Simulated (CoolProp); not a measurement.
Carbonyl sulfide at 182.17 K and 1.36 MPa is throttled through a valve to 0.481 MPa with no heat exchange. Each further row changes one setting.

Computed with CoolProp (reference Helmholtz-energy equation of state, Lemmon 2006). It is a short technical equation, of lower accuracy than the large ones.

| case | temperature change (K) |
|---|---|
| as stated | +0.4 |
| outlet pressure 0.144 MPa | +0.6 |
| outlet pressure 0.625 MPa | +0.4 |
